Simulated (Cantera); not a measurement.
A perfectly stirred reactor is fed with N₂O : N₂ = 1 : 2.2 (molar parts), at 0.240 bar; it is held at 1100 K, and followed from long to short residence time.

Detailed kinetics in Cantera: GRI-Mech 3.0 (53 species, 325 reactions). GRI-Mech 3.0 was tuned for natural gas; its chemistry of N2O as a main component is partial and can be far from experiment. The mechanism lacks the step 2 NO + O2 → 2 NO2, which can matter for NO2 below about 1400 K. The temperature is held fixed by assumption; the heat of reaction is taken as removed at once.

Q: What does this change do: N2 2.2 to 0.46 parts?

A: 
| quantity | before | after |
|---|---|---|
| x(N₂O) at τ = 15.0 s | 0.238 | 0.503 |
| x(NO) at τ = 15.0 s | 0.00426 | 0.00900 |
| x(O₂) at τ = 15.0 s | 0.0299 | 0.0632 |
| x(O) at τ = 15.0 s | 3.13e-7 | 3.13e-7 |
| x(NO₂) at τ = 15.0 s | 1.38e-5 | 2.93e-5 |
| x(N₂O) at τ = 66.0 ms | 0.312 | 0.684 |
| x(NO) at τ = 66.0 ms | 2.58e-5 | 5.65e-5 |
| x(O₂) at τ = 66.0 ms | 0.000176 | 0.000386 |
| x(O) at τ = 66.0 ms | 3.27e-7 | 3.27e-7 |
| x(NO₂) at τ = 66.0 ms | 1.67e-8 | 3.67e-8 |

Q: What does this change do: pressure from 0.240 bar to 1.00 bar?

A: 
| quantity | before | after |
|---|---|---|
| x(N₂O) at τ = 15.0 s | 0.238 | 0.153 |
| x(NO) at τ = 15.0 s | 0.00426 | 0.00734 |
| x(O₂) at τ = 15.0 s | 0.0299 | 0.0653 |
| x(O) at τ = 15.0 s | 3.13e-7 | 2.03e-7 |
| x(NO₂) at τ = 15.0 s | 1.38e-5 | 0.000100 |
| x(N₂O) at τ = 66.0 ms | 0.312 | 0.311 |
| x(NO) at τ = 66.0 ms | 2.58e-5 | 0.000101 |
| x(O₂) at τ = 66.0 ms | 0.000176 | 0.000695 |
| x(O) at τ = 66.0 ms | 3.27e-7 | 3.11e-7 |
| x(NO₂) at τ = 66.0 ms | 1.67e-8 | 6.84e-7 |

Q: What does this change do: pressure from 0.240 bar to 90.0 Torr?

A: 
| quantity | before | after |
|---|---|---|
| x(N₂O) at τ = 15.0 s | 0.238 | 0.269 |
| x(NO) at τ = 15.0 s | 0.00426 | 0.00252 |
| x(O₂) at τ = 15.0 s | 0.0299 | 0.0173 |
| x(O) at τ = 15.0 s | 3.13e-7 | 3.26e-7 |
| x(NO₂) at τ = 15.0 s | 1.38e-5 | 4.01e-6 |
| x(N₂O) at τ = 66.0 ms | 0.312 | 0.312 |
| x(NO) at τ = 66.0 ms | 2.58e-5 | 1.30e-5 |
| x(O₂) at τ = 66.0 ms | 0.000176 | 8.86e-5 |
| x(O) at τ = 66.0 ms | 3.27e-7 | 3.29e-7 |
| x(NO₂) at τ = 66.0 ms | 1.67e-8 | 2.35e-9 |
